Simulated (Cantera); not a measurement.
Gas-phase reforming

An isothermal, constant-pressure homogeneous reactor starts with CH₄ : CO₂ : H₂ = 1 : 2.7 : 0.26 (molar parts), at 1325 K and 9750 Torr.

Model: GRI-Mech 3.0 (53 species, 325 reactions), integrated in Cantera. The pressure lies above the range GRI-Mech 3.0 was tuned for (to about 10 atm).

```csv
t (s),x CH₄,x CO₂,x H₂,x O₂,x H₂O₂,x C₂H₆
4.00e-5,0.253,0.682,0.0657,<1e-12,<1e-12,6.37e-9
0.000241,0.253,0.682,0.0657,<1e-12,<1e-12,7.66e-7
0.00145,0.253,0.682,0.0656,<1e-12,<1e-12,1.03e-5
0.00877,0.252,0.682,0.0655,<1e-12,<1e-12,5.95e-5
0.0529,0.252,0.680,0.0646,<1e-12,<1e-12,0.000164
0.319,0.247,0.669,0.0594,<1e-12,<1e-12,0.000210
1.92,0.219,0.609,0.0402,<1e-12,<1e-12,0.000304
11.6,0.125,0.457,0.0367,<1e-12,<1e-12,0.000479
70.0,0.122,0.391,0.0544,<1e-12,<1e-12,0.000419
```
x: mole fraction; the columns are a selection and need not sum to one.

Equilibrium at this temperature and pressure: CH₄ 0.000376, CO₂ 0.147, H₂ 0.240, O₂ <1e-12, H₂O₂ <1e-12, C₂H₆ 9.12e-10 (gas phase only).
